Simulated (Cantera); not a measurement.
**Thermodynamics of silicon etching in halogen gases, feed Si + NF3 + H2**

A closed system holds: 1 mol Si, 0.73 mol NF3, a varied amount of H2, equilibrated at 577 °C and 133 Pa.

Method: chemical equilibrium by Gibbs-energy minimisation in Cantera with the NASA 1993 tables (ideal gas, pure condensed phases). Candidate condensed phases: Si, Si3N4; 37 gas species. Kinetics and transport are ignored.

From 0.29 mol H2 to 18 mol H2 the condensed part is Si3N4(s). The main Si-bearing gas is SiF4 throughout.

| n(H2) (mol) | log p H2 | log p SiF4 | log p N2 | log p HF | log p SiHF3 | log p SiF3 | log p NH3 | n Si3N4(s) |
|---|---|---|---|---|---|---|---|---|
| 0.29 | -3.37 | -3.09 | -4.03 | -6.62 | -6.76 | -8.36 | -9.80 | 0.151 |
| 0.52 | -3.21 | -3.19 | -4.13 | -6.59 | -6.74 | -8.42 | -9.61 | 0.151 |
| 0.94 | -3.09 | -3.33 | -4.26 | -6.58 | -6.76 | -8.50 | -9.50 | 0.151 |
| 1.7 | -3.01 | -3.50 | -4.44 | -6.61 | -6.82 | -8.60 | -9.46 | 0.151 |
| 3.1 | -2.95 | -3.71 | -4.64 | -6.67 | -6.91 | -8.72 | -9.48 | 0.151 |
| 5.6 | -2.92 | -3.93 | -4.87 | -6.75 | -7.03 | -8.85 | -9.55 | 0.151 |
| 10 | -2.90 | -4.16 | -5.10 | -6.84 | -7.15 | -8.99 | -9.63 | 0.151 |
| 18 | -2.89 | -4.41 | -5.34 | -6.93 | -7.29 | -9.13 | -9.74 | 0.151 |
log p: log10 of the partial pressure in bar; n: condensed amount in mol.
